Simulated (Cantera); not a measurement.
Input: 1 mol toluene, 33 mol H₂, held at 2173.15 K and 84.0 Pa.

These are equilibrium values from Cantera (NASA tables, ideal gas, pure condensed phases), not measurements of a reactor. Candidate condensed phases: C, C₆H₆, C₇H₈, C₈H₁₈; 76 gas species. Rates play no part.

Base state: H₂ 0.845, H 0.153, C₂H₂ (acetylene) 0.00187, C₂H 1.09e-5 (mole fractions); condensed: C(graphite).

What changes in the equilibrium state with this change: temperature from 2173.15 K to 2298.15 K?


| species | before | after |
|---|---|---|
| H₂ | 0.845 | 0.717 |
| H | 0.153 | 0.280 |
| C₂H₂ (acetylene) | 0.00187 | 0.00307 |
| C₃ | 1.66e-6 | 1.92e-5 |
| C₂H | 1.09e-5 | 5.39e-5 |
| C(graphite), mol | 6.85 | 6.73 |
